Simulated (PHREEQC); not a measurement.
A solution holds 3.5 mmol/kgw HCl and 1.1 mmol/kgw FeSO4, at 25 °C. It is in equilibrium with CO2 at log p = -3.5 (atm). Otherwise closed; pH follows from the charge balance.

The numbers come from PHREEQC with the ion-association model, wateq4f.dat.

The ionic strength comes out as 0.00720 mol/kgw. What activity coefficients do Fe+2, H+, FeCl+, Cl-, SO4-2 get?

Fe+2 0.71, H+ 0.92, FeCl+ 0.92, Cl- 0.91, SO4-2 0.70.

No solid was allowed to form. Species that the database lacks are ignored.
